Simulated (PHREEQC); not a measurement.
PHREEQC input (ion-association model, wateq4f.dat):

```
SOLUTION_MASTER_SPECIES
  An  An-  0  An  62.0  # stands for a non-complexing anion
SOLUTION_SPECIES
  An- = An-
    -log_k 0
    -gamma 3.0 0
PHASES
  Fix_H+
    H+ = H+
    -log_k 0
SOLUTION 1
  temp 25
  units mmol/kgw
  pH 7 charge
  S(6) 0.00016
  Zn 0.00016
  B 0.00015
  Na 100
  An 100
END
SELECTED_OUTPUT 1
  -reset false
  -pH true
  -pe true
  -ionic_strength true
  -water true
  -totals B Na S Zn S(-2) S(6)
  -molalities Hfo_wOH Hfo_wOH2+ Hfo_wO- Hfo_sOH Hfo_sOH2+ Hfo_sO- Hfo_wH2BO3 Hfo_sOZn+ Hfo_wOZn+ Hfo_wSO4-
    Hfo_wOHSO4-2
  -saturation_indices Zincite(c) Zn4(OH)6SO4 Mirabilite Goslarite
USER_PUNCH 1
  -headings sigma psi
  10 PUNCH EDL("sigma", "Hfo"), EDL("psi", "Hfo")
PRINT
  -reset false
USE solution 1
SURFACE 1
  Hfo_wOH 4.49438e-05 600 0.02
  Hfo_sOH 1.1236e-06
EQUILIBRIUM_PHASES 1
  Fix_H+ -3 HAn 10
    -force_equality true
  O2(g) -0.68 10
END
# ... the last block is repeated for the other 16 points of pH, with NaOH or the acid as the point needs
```

Selected output (columns that matter, 17 of 17 rows; pH added in front):

```
pH	mu	B	Na	S	Zn	m_Hfo_wOH	m_Hfo_wOH2+	m_Hfo_wO-	si_Zincite(c)	si_Zn4(OH)6SO4	si_Mirabilite	si_Goslarite	sigma	psi
3	0.10124	1.5e-07	0.1	2.2699e-08	1.6e-07	8.4876e-07	4.3957e-05	3.7543e-10	-12.336	-47.353	-9.2794	-13.41	0.36118	0.15237
3.5	0.1004	1.5e-07	0.1	2.4065e-08	1.6e-07	2.4244e-06	4.238e-05	3.1771e-09	-11.335	-44.311	-9.241	-13.371	0.3481	0.1507
4	0.10014	1.5e-07	0.1	2.995e-08	1.6e-07	5.9241e-06	3.8869e-05	2.0684e-08	-10.335	-41.211	-9.1418	-13.272	0.31893	0.14629
4.5	0.10006	1.4999e-07	0.1	4.5172e-08	1.5997e-07	1.1588e-05	3.3148e-05	9.2808e-08	-9.3349	-38.031	-8.962	-13.092	0.27116	0.13804
5	0.10003	1.4999e-07	0.1	7.591e-08	1.5978e-07	1.8217e-05	2.6354e-05	2.8846e-07	-8.3354	-34.807	-8.7361	-12.867	0.21378	0.12598
5.5	0.10001	1.4998e-07	0.1	1.1653e-07	1.5835e-07	2.4258e-05	1.9967e-05	6.7516e-07	-7.3394	-31.637	-8.5499	-12.684	0.15842	0.11089
6	0.10001	1.4998e-07	0.1	1.4527e-07	1.4861e-07	2.8835e-05	1.4808e-05	1.2863e-06	-6.3671	-28.652	-8.454	-12.616	0.1113	0.093433
6.5	0.1	1.4998e-07	0.1	1.5641e-07	1.0331e-07	3.1811e-05	1.1024e-05	2.1028e-06	-5.5255	-26.253	-8.4219	-12.743	0.073848	0.073958
7	0.1	1.4998e-07	0.1	1.593e-07	3.2553e-08	3.3476e-05	8.4078e-06	3.0535e-06	-5.029	-25.259	-8.414	-13.238	0.045029	0.052652
7.5	0.1	1.4998e-07	0.1	1.5988e-07	5.2112e-09	3.4247e-05	6.6478e-06	4.0418e-06	-4.8317	-25.468	-8.4124	-14.039	0.022653	0.029693
8	0.1	1.4998e-07	0.1	1.5998e-07	7.1703e-10	3.449e-05	5.3946e-06	5.0517e-06	-4.7267	-26.048	-8.4121	-14.934	0.0040976	0.0056635
8.5	0.1	1.4998e-07	0.10001	1.6e-07	1.3414e-10	3.4372e-05	4.369e-06	6.1949e-06	-4.6333	-26.675	-8.412	-15.841	-0.013714	-0.018585
9	0.10002	1.4999e-07	0.10002	1.6e-07	6.6856e-11	3.3832e-05	3.4056e-06	7.6993e-06	-4.5249	-27.241	-8.412	-16.732	-0.033986	-0.042171
9.5	0.10005	1.4999e-07	0.10005	1.6e-07	7.4744e-11	3.2593e-05	2.4629e-06	9.881e-06	-4.3842	-27.678	-8.4118	-17.592	-0.059653	-0.064381
10	0.10014	1.5e-07	0.10014	1.6e-07	1.1341e-10	3.0242e-05	1.6002e-06	1.3094e-05	-4.1971	-27.93	-8.4112	-18.405	-0.093134	-0.084803
10.5	0.10042	1.5e-07	0.10043	1.6e-07	2.1567e-10	2.6397e-05	9.0525e-07	1.7634e-05	-3.95	-27.942	-8.4095	-19.158	-0.13614	-0.10324
11	0.10132	1.5e-07	0.10134	1.6e-07	5.7483e-10	2.0935e-05	4.2587e-07	2.3576e-05	-3.6236	-27.638	-8.4041	-19.834	-0.18889	-0.1194
```

The oxide is taken as insoluble; below pH 4 it would dissolve.
